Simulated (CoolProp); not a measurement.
Vapour-liquid equilibrium of propane (1) + R152A (2) at -20.25 °C; x and y are mole fractions of (1).

Computed with CoolProp (multi-fluid Helmholtz-energy mixture model, Lemmon 2009 and Outcalt 1996; pair parameters Bell 2016).

```json
[
 {"x": "0.05", "bubble pressure, mixture model (bar)": "1.555", "bubble pressure, Raoult's law (bar)": "1.255", "y, mixture model": "[?]", "y, Raoult's law": "0.097"},
 {"x": "0.2", "bubble pressure, mixture model (bar)": "2.217", "bubble pressure, Raoult's law (bar)": "1.440", "y, mixture model": "0.530", "y, Raoult's law": "0.337"},
 {"x": "0.35", "bubble pressure, mixture model (bar)": "2.509", "bubble pressure, Raoult's law (bar)": "1.624", "y, mixture model": "0.620", "y, Raoult's law": "0.522"},
 {"x": "0.5", "bubble pressure, mixture model (bar)": "2.638", "bubble pressure, Raoult's law (bar)": "1.809", "y, mixture model": "0.668", "y, Raoult's law": "0.670"},
 {"x": "0.65", "bubble pressure, mixture model (bar)": "[?]", "bubble pressure, Raoult's law (bar)": "1.993", "y, mixture model": "[?]", "y, Raoult's law": "0.790"},
 {"x": "0.8", "bubble pressure, mixture model (bar)": "2.704", "bubble pressure, Raoult's law (bar)": "2.177", "y, mixture model": "[?]", "y, Raoult's law": "0.890"},
 {"x": "0.95", "bubble pressure, mixture model (bar)": "2.555", "bubble pressure, Raoult's law (bar)": "2.362", "y, mixture model": "0.909", "y, Raoult's law": "0.975"}
]
```

**Question.** Complete the blanks.

**Answer.** 
- 0.05, y, mixture model: 0.258
- 0.65, bubble pressure, mixture model (bar): 2.699
- 0.65, y, mixture model: 0.708
- 0.8, y, mixture model: 0.770

The largest gap from Raoult's law is +54.5 % in bubble pressure, at x = 0.35. y crosses x between x = 0.65 and 0.8: the model has an azeotrope there.

Pair parameters are fitted to limited data, so mixtures are less certain than the pure fluids. With so large a gap from Raoult's law the liquid may split in two, which this calculation doesn't test in full.
